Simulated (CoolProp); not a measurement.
The fluid at 298.15 K and 0.502 MPa expands adiabatically to 0.0502 MPa with isentropic efficiency 1. The same conditions are run with several fluids, on thermodynamics alone (safety and materials aside).

Values from CoolProp's reference Helmholtz-energy equation of state of each fluid (oxygen: Schmidt 1985; R507A: Lemmon 2003; methane: Setzmann 1991; CH2F2 (R32): Tillner-Roth 1997). Blends and air are pseudo-pure fits.

### Question
Rank oxygen, R507A, methane, CH2F2 (R32) by work (kJ/kg), highest first.

### Answer
methane (271), oxygen (130), CH2F2 (R32) (84.0), R507A (48.5)

```csv
fluid,final temperature (K),final phase,final density (kg/m³)
oxygen,154.4,gas,1.26
R507A,229.4,gas,2.66
methane,169.3,gas,0.575
CH2F2 (R32),208.6,"two-phase, vapour fraction 0.943",1.64
```
